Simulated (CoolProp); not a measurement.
Saturated liquid density (kg/m³) of hexamethyldisiloxane (MM): the reference equation beside estimates from Tc = 518.7 K, pc = 1.931 MPa, ω = 0.418. Rackett uses Z = 0.29056 − 0.08775 ω.

Computed with CoolProp (reference Helmholtz-energy equation of state, Thol 2016).

```tsv
T (K)	reference	Rackett	van der Waals	Redlich-Kwong	Peng-Robinson
410.7	627.2	687.4	…	536.1	656.7
417.7	617.4	676.1	372.3	525.2	644.3
424.8	607.1	664.2	365.9	513.6	…
431.9	596.5	651.9	359.3	501.6	…
439	585.4	639.1	352.3	489.1	602.0
446.1	573.9	625.8	345.0	476.0	…
453.2	…	611.8	337.3	462.2	569.1
460.3	548.8	597.0	329.2	447.7	550.9
467.4	535.1	581.2	320.6	432.2	531.2
```

Fill in the missing entries.


- 410.7, van der Waals: 378.4
- 424.8, Peng-Robinson: 631.0
- 431.9, Peng-Robinson: 616.9
- 446.1, Peng-Robinson: 586.1
- 453.2, reference: 561.7

Absolute difference from the reference over all 9 rows, mean and median: Rackett 9.1 and 9.2 %, van der Waals 39.8 and 39.8 %, Redlich-Kwong 16.6 and 16.5 %, Peng-Robinson 2.6 and 2.8 %.
